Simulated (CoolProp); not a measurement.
The fluid at 484.32 K and 3.24 MPa flows at 9.1 m/s in a round tube of 10 mm bore and 0.25 µm roughness, fully developed (64/Re and Nu = 3.66 if laminar; Colebrook and Gnielinski if turbulent). The same conditions are run with several fluids, on thermodynamics alone (safety and materials aside).

The numbers come from the reference Helmholtz-energy equation of state of each fluid (n-hexane: Thol 2019; m-xylene: Zhou 2012; toluene: Lemmon 2006; n-heptane: Span 2003; benzene: Thol 2012) in CoolProp.

Q: Rank n-hexane, m-xylene, toluene, n-heptane, benzene by Reynolds number, highest first.

A: n-hexane (614000), benzene (532000), n-heptane (509000), toluene (456000), m-xylene (440000)

```
fluid      Darcy friction factor  pressure drop (Pa/m)  heat-transfer coefficient (W/(m² K))  mass flow (kg/h)
---------  ---------------------  --------------------  ------------------------------------  ----------------
n-hexane                  0.0131                 23200                                 15000              1100
m-xylene                  0.0138                 39100                                 14500              1760
toluene                   0.0137                 38000                                 14500              1720
n-heptane                 0.0135                 27600                                 14100              1270
benzene                   0.0134                 35800                                 15200              1660
```

Transport values come from each fluid's own correlations.
